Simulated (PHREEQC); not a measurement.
Copper plating or etch bath

Dissolve 0.014 mol Cu(NO3)2, 0.0014 mol HBF4 and 0.0038 mol NaCl per kg of water at 25 °C. Closed to the air; pH follows from the charge balance.

The numbers come from PHREEQC with the ion-association model, wateq4f.dat.

This is a speciation only: nothing precipitates in the calculation.

Question: What pH does the model give?

Answer: pH 2.80.

Question: In which forms is F present?

Answer: HF 37 %, BF4- 34 %, F- 20 %, BF3OH- 4.4 %, CuF+ 2.4 %, BF2(OH)2- 1.9 % of the F.

Species that the database lacks are ignored. Real BF4- forms and hydrolyses slowly; the run takes it at equilibrium.
